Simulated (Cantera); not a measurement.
A freely propagating, adiabatic, planar premixed flame of H2 : O2 : N2 = 1 : 0.238 : 0.895 (molar parts), unburnt at 450 K and 210000 Pa; mixture-averaged transport, grid criteria slope 0.08 and curve 0.16, no radiation.

Cantera simulation using the H2/O2 subset of GRI-Mech 3.0, which has no nitrogen chemistry; the numbers are that mechanism's predictions, not measurements. The hydrogen kinetics of GRI-Mech 3.0 are dated; newer H2 mechanisms differ, most at raised pressure. Burning velocities carry a grid error of a few per cent, more on coarse grids.

x: mole fraction of selected species; z is measured from the peak of heat release.

| z (mm) | T (K) | u (m/s) | x H2 | x O2 | x OH | x O | x HO2 | x H2O2 |
|---|---|---|---|---|---|---|---|---|
| -0.458 | 450 | 5.65 | 0.469 | 0.112 | <1e-8 | <1e-8 | <1e-8 | <1e-8 |
| -0.305 | 450 | 5.65 | 0.469 | 0.112 | <1e-8 | <1e-8 | <1e-8 | <1e-8 |
| -0.229 | 450 | 5.65 | 0.469 | 0.112 | <1e-8 | <1e-8 | <1e-8 | <1e-8 |
| -0.153 | 450 | 5.65 | 0.469 | 0.112 | <1e-8 | 1.32e-8 | 4.40e-7 | <1e-8 |
| -0.0763 | (withheld) | 6.12 | 0.461 | 0.112 | 6.11e-5 | 8.26e-6 | 0.000377 | 1.56e-5 |
| -0.0381 | (withheld) | 9.51 | 0.425 | 0.105 | 0.000846 | 0.000236 | 0.000369 | 5.13e-5 |
| 0 | (withheld) | 14.0 | 0.351 | 0.0750 | 0.00155 | 0.00172 | 0.000150 | 8.50e-6 |
| 0.0381 | (withheld) | 17.2 | 0.278 | 0.0315 | 0.00292 | 0.00253 | 5.73e-5 | 1.77e-6 |
| 0.0763 | 1618 | 18.7 | 0.246 | 0.00913 | 0.00328 | 0.00154 | 1.61e-5 | 9.07e-7 |
| 0.153 | 1735 | 20.0 | 0.240 | 0.000993 | 0.00339 | 0.000727 | 1.69e-6 | 4.90e-7 |
| 0.305 | 1843 | 21.0 | 0.247 | 0.000212 | 0.00326 | 0.000465 | 4.11e-7 | 2.75e-7 |
| 0.610 | 1940 | 22.0 | 0.255 | 0.000112 | 0.00277 | 0.000264 | 2.33e-7 | 1.43e-7 |
| 1.22 | 2018 | 22.7 | 0.262 | 5.22e-5 | 0.00208 | 0.000125 | 1.19e-7 | 6.87e-8 |

Problem. Fill in the missing entries.

Solution. 
- -0.0763, T (K): 493
- -0.0381, T (K): 790
- 0, T (K): 1196
- 0.0381, T (K): 1478
